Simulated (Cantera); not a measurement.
Input: 1 mol S, 0.41 mol SO₂, held at 3275 K and 25.0 Pa.

Cantera equilibrium calculation (NASA polynomials, part measured and part estimated; ideal gas, pure solids and liquids). Candidate condensed phases: S; 10 gas species. Equilibrium is a limit: real reactors are often held back by kinetics, nucleation or transport.

Base state: S 0.630, O 0.363, SO 0.00637, O₂ 0.000456, S₂ 0.000354, SO₂ 1.25e-5 (mole fractions); condensed: gas only.

### Question
What changes in the equilibrium state with this change: pressure from 25.0 Pa to 1 atm?

### Answer
```tsv
species	before	after
SO	0.00637	0.403
S	0.630	0.238
S₂	0.000354	0.205
O	0.363	0.0150
SO₂	1.25e-5	0.132
S₂O	4.62e-8	0.00447
O₂	0.000456	0.00315
```
